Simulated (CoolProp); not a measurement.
The fluid at 236.5 K and 7.48 MPa flows at 2.6 m/s in a round tube of 25 mm bore and 1.5 µm roughness, fully developed (64/Re and Nu = 3.66 if laminar; Colebrook and Gnielinski if turbulent). The same conditions are run with several fluids, on thermodynamics alone (safety and materials aside).

Model: reference Helmholtz-energy equation of state of each fluid (R236FA: Pan 2012; n-hexane: Thol 2019; R227EA: Lemmon 2016; R123: Younglove 1994; R152A: Outcalt 1996), in CoolProp.

```json
[
 {"fluid": "R236FA", "Reynolds number": "130000", "Darcy friction factor": "0.0174", "pressure drop (Pa/m)": "3690", "heat-transfer coefficient (W/(m² K))": "3310", "mass flow (kg/h)": "7200"},
 {"fluid": "n-hexane", "Reynolds number": "70600", "Darcy friction factor": "0.0196", "pressure drop (Pa/m)": "1890", "heat-transfer coefficient (W/(m² K))": "2910", "mass flow (kg/h)": "3280"},
 {"fluid": "R227EA", "Reynolds number": "175000", "Darcy friction factor": "0.0165", "pressure drop (Pa/m)": "3640", "heat-transfer coefficient (W/(m² K))": "3280", "mass flow (kg/h)": "7510"},
 {"fluid": "R123", "Reynolds number": "104000", "Darcy friction factor": "0.0182", "pressure drop (Pa/m)": "3990", "heat-transfer coefficient (W/(m² K))": "2820", "mass flow (kg/h)": "7460"},
 {"fluid": "R152A", "Reynolds number": "181000", "Darcy friction factor": "0.0164", "pressure drop (Pa/m)": "2330", "heat-transfer coefficient (W/(m² K))": "4440", "mass flow (kg/h)": "4820"}
]
```

Transport values come from each fluid's own correlations; those of R236FA, R227EA, R152A are estimates that may be off by 10 % or more.
